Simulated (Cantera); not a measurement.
Input: 1 mol trisilylamine, 0.64 mol NH3, 0.18 mol H2, held at 1200 °C and 0.0930 bar.

Cantera equilibrium calculation (NASA polynomials, part measured and part estimated; ideal gas, pure solids and liquids). Candidate condensed phases: Si, Si3N4; 18 gas species. The feed counts by its element totals alone. Mutual solubility and eutectic melting of coexisting phases are not modelled. The numbers say what is thermodynamically allowed, not how fast it happens.

Base state: H2 1.000, N2 0.000297, H 4.15e-5 (mole fractions); condensed: Si(s) + Si3N4(s).

### Question
What changes in the equilibrium state with this change: pressure from 0.0930 bar to 0.00133 bar?

### Answer
```csv
species,before,after
H2,1.000,0.979
N2,0.000297,0.0207
H,4.15e-5,0.000343
"Si(s), mol",1.77,1.95
"Si3N4(s), mol",0.409,0.350
```
